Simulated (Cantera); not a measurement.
An isothermal, constant-pressure homogeneous reactor starts with 0.301 % CO, 1.65 % O2, 0.690 % H2O, 97.2 % N2, 0.156 % H2, at 1100 K and 0.240 bar.

Computed with Cantera and GRI-Mech 3.0 (53 species, 325 reactions).

One state of this run: x CO = 0.00253; x O2 = 0.0156; x H2O = 0.00785; x NO = 1.12e-8; x H2 = 0.000373; x O = 0.000350; x CO2 = 0.000486. x: mole fraction; the columns are a selection and need not sum to one.

Task: Which value of t (s) does it belong to?
A) 2.29
B) 0.00983
C) 0.483
D) 0.000950

Result: B, 0.00983
